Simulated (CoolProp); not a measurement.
The numbers come from the reference Helmholtz-energy equation of state, Marx 1992 in CoolProp.

Q: Give the vapour pressure (MPa), vapour density (kg/m³), enthalpy of vaporisation (kJ/kg), liquid cp (kJ/(kg K)) of saturated R113 at 367.6, 381.1 K.

A: 
```csv
T (K),p (MPa),vapour density (kg/m³),enthalpy of vaporisation (kJ/kg),liquid cp (kJ/(kg K))
367.6,0.382,26.2,128,0.997
381.1,0.524,35.7,122,1.02
```
